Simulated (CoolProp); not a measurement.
CF4 (R14) along the isobar 0.829 MPa: Z from the reference equation and from simpler models built on Tc = -45.8 °C, pc = 3.762 MPa, ω = 0.178; each cubic takes its own stable root.

Computed with CoolProp (reference Helmholtz-energy equation of state, Platzer 1990). This equation is an older, rougher fit; its heat capacities, sound speeds and derivatives of the liquid may be far off and weren't checked against measurements.

```json
[
 {"T (°C)": "-110.65", "phase": "liquid", "reference": "0.03578", "van der Waals": "0.8292", "Soave-Redlich-Kwong": "0.03675", "Peng-Robinson": "0.03245"},
 {"T (°C)": "-62.65", "phase": "gas", "reference": "0.8975", "van der Waals": "0.9151", "Soave-Redlich-Kwong": "0.8968", "Peng-Robinson": "0.8879"},
 {"T (°C)": "-14.65", "phase": "gas", "reference": "0.9490", "van der Waals": "0.9505", "Soave-Redlich-Kwong": "0.9500", "Peng-Robinson": "0.9428"},
 {"T (°C)": "33.25", "phase": "gas", "reference": "0.9724", "van der Waals": "0.9687", "Soave-Redlich-Kwong": "0.9742", "Peng-Robinson": "0.9684"},
 {"T (°C)": "81.25", "phase": "gas", "reference": "0.9851", "van der Waals": "0.9793", "Soave-Redlich-Kwong": "0.9870", "Peng-Robinson": "0.9821"},
 {"T (°C)": "129.15", "phase": "gas", "reference": "0.9927", "van der Waals": "0.9859", "Soave-Redlich-Kwong": "0.9941", "Peng-Robinson": "0.9901"},
 {"T (°C)": "177.15", "phase": "gas", "reference": "0.9975", "van der Waals": "0.9903", "Soave-Redlich-Kwong": "0.9983", "Peng-Robinson": "0.9949"},
 {"T (°C)": "225.05", "phase": "gas", "reference": "1.001", "van der Waals": "0.9933", "Soave-Redlich-Kwong": "1.001", "Peng-Robinson": "0.9980"}
]
```

At some of these states van der Waals gives the other phase, because its saturation line lies elsewhere.
